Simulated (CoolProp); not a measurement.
Vapour pressure (MPa) of trans-2-butene: the reference equation beside estimates from Tc = 428.6 K, pc = 4.019 MPa, ω = 0.210.

Computed with CoolProp (reference Helmholtz-energy equation of state, Lemmon 2005). It is a short technical equation, of lower accuracy than the large ones.

| T (K) | reference | Lee-Kesler | van der Waals | Soave-Redlich-Kwong |
|---|---|---|---|---|
| 288.7 | 0.1718 | 0.1704 | 0.6601 | 0.1704 |
| 300.9 | 0.2551 | 0.2547 | 0.8177 | 0.2546 |
| 313 | 0.3651 | 0.3662 | 0.9964 | 0.3662 |
| 325.2 | 0.5088 | 0.5120 | 1.200 | 0.5129 |
| 337.4 | 0.6913 | 0.6969 | 1.429 | 0.6996 |
| 349.5 | 0.9164 | 0.9244 | 1.682 | 0.9306 |
| 361.7 | 1.194 | 1.205 | 1.964 | 1.216 |
| 373.9 | 1.530 | 1.542 | 2.273 | 1.561 |

Absolute difference from the reference over all 8 rows, mean and median: Lee-Kesler 0.7 and 0.8 %, van der Waals 139.6 and 121.3 %, Soave-Redlich-Kwong 1.1 and 1.0 %.
